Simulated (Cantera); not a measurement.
Feed: 1 mol PbO, 95 mol H₂, held at 1.50 Torr.

Cantera equilibrium calculation (NASA polynomials, part measured and part estimated; ideal gas, pure solids and liquids). Candidate condensed phases: H₂O, Pb, PbO, PbO₂, Pb₃O₄; 12 gas species. Equilibrium is a limit: real reactors are often held back by kinetics, nucleation or transport. All values below are at 1200 K.

Base state: H₂ 0.979, H₂O 0.0104, Pb 0.0104 (mole fractions); condensed: gas only.

### Question
What changes in the equilibrium state with this change: PbO replaced by Al₂O₃?

### Answer
| species | before | after |
|---|---|---|
| H₂ | 0.979 | 1.000 |
| H₂O | 0.0104 | 4.19e-9 |
| Pb | 0.0104 | 0 |
| Al₂O₃(s), mol | 0 | 1.00 |
Further candidate phases: Al, Al₂O₃.
